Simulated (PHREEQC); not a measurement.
Dissolve 0.094 mol CdCl2, 0.0015 mol HCl and 0.00044 mol Na2SO4 per kg of water at 25 °C. Closed to the air; pH follows from the charge balance.

Model: ion-association model, phreeqc.dat, run in PHREEQC.

```
quantity                    before    after
------------------------  --------  -------
pH                            2.92     3.88
ionic strength (mol/kgw)     0.119   0.0197
Cl- (mol/kgw)               0.0984   0.0145
SO4-2 (mol/kgw)           0.000258  2.92e-5
HSO4- (mol/kgw)            1.39e-5  2.54e-7
NaSO4- (mol/kgw)           3.98e-7  7.51e-9
SI of Halite (NaCl)          -5.87    -7.58
```

**Question.** Which change was made?
(A) CdCl2 left out
(B) HCl from 0.0015 to 0.0075 mol/kgw
(C) diluted 10-fold with water

**Answer.** C, diluted 10-fold with water

No solid was allowed to form.
